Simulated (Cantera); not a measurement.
**Adiabatic ignition**

An adiabatic, constant-pressure homogeneous reactor starts with H₂ : O₂ : N₂ = 1 : 1.25 : 4.7 (molar parts), equivalence ratio 0.40, at 1675 K and 9.87 atm.

Computed with Cantera and GRI-Mech 3.0 (53 species, 325 reactions). The hydrogen kinetics of GRI-Mech 3.0 are dated; newer H2 mechanisms differ, most at raised pressure.

| t (s) | T (K) | x H₂ | x O₂ | x H₂O | x H | x HO₂ | x N₂O |
|---|---|---|---|---|---|---|---|
| 4.00e-6 | 2542 | 0.00283 | 0.110 | 0.142 | 0.00142 | 2.75e-5 | 2.98e-6 |
| 1.37e-5 | 2597 | 0.00131 | 0.112 | 0.147 | 0.000441 | 2.46e-5 | 2.86e-6 |
| 4.68e-5 | 2597 | 0.00131 | 0.112 | 0.147 | 0.000436 | 2.45e-5 | 2.85e-6 |
| 0.000160 | 2595 | 0.00130 | 0.112 | 0.147 | 0.000432 | 2.43e-5 | 2.84e-6 |
| 0.000548 | 2589 | 0.00128 | 0.110 | 0.147 | 0.000418 | 2.38e-5 | 2.83e-6 |
| 0.00187 | 2577 | 0.00123 | 0.107 | 0.148 | 0.000390 | 2.26e-5 | 2.85e-6 |
| 0.00641 | 2567 | 0.00119 | 0.104 | 0.148 | 0.000369 | 2.17e-5 | 2.91e-6 |
| 0.0219 | 2566 | 0.00119 | 0.104 | 0.148 | 0.000367 | 2.16e-5 | 2.91e-6 |
| 0.0750 | 2566 | 0.00119 | 0.104 | 0.148 | 0.000367 | 2.16e-5 | 2.91e-6 |
| 0.256 | 2566 | 0.00119 | 0.104 | 0.148 | 0.000367 | 2.16e-5 | 2.91e-6 |
| 0.877 | 2566 | 0.00119 | 0.104 | 0.148 | 0.000367 | 2.16e-5 | 2.91e-6 |
| 3.00 | 2566 | 0.00119 | 0.104 | 0.148 | 0.000367 | 2.16e-5 | 2.91e-6 |
x: mole fraction; the columns are a selection and need not sum to one.

time of steepest temperature rise: 0.953 µs
temperature at 3.00 s: 2566 K
equilibrium temperature: 2566 K
x(H₂) at 3.00 s: 0.00119 (gas-phase equilibrium 0.00119)
x(O₂) at 3.00 s: 0.104 (gas-phase equilibrium 0.104)
x(H₂O) at 3.00 s: 0.148 (gas-phase equilibrium 0.148)
